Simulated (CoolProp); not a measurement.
Saturation properties of n-perfluorohexane (Tc = 448.0 K, pc = 1.742 MPa, ω = 0.497).

Computed with CoolProp (reference Helmholtz-energy equation of state, Gao 2022).

| T (K) | p (MPa) | liquid density (kg/m³) | vapour density (kg/m³) | enthalpy of vaporisation (kJ/kg) | liquid cp (kJ/(kg K)) |
|---|---|---|---|---|---|
| 224.1 | 0.0002720 | 1883 | 0.04938 | 111.5 | 0.9313 |
| 236.8 | 0.0007936 | 1848 | 0.1364 | 108.3 | 0.9508 |
| 249.4 | 0.002008 | 1813 | 0.3283 | 105.2 | 0.9705 |
| 262 | 0.004544 | 1778 | 0.7092 | 102.1 | 0.9903 |
| 274.6 | 0.009357 | 1743 | 1.400 | 99.02 | 1.010 |
| 287.2 | 0.01779 | 1707 | 2.562 | 95.89 | 1.030 |
| 299.8 | 0.03160 | 1671 | 4.400 | 92.69 | 1.049 |
| 312.5 | 0.05316 | 1633 | 7.195 | 89.37 | 1.069 |
| 325.1 | 0.08474 | 1595 | 11.21 | 85.94 | 1.090 |
| 337.7 | 0.1294 | 1554 | 16.84 | 82.33 | 1.110 |
| 350.3 | 0.1905 | 1512 | 24.55 | 78.49 | 1.132 |
| 362.9 | 0.2716 | 1466 | 34.94 | 74.36 | 1.156 |

It boils at 330.3 K under 1 atm.
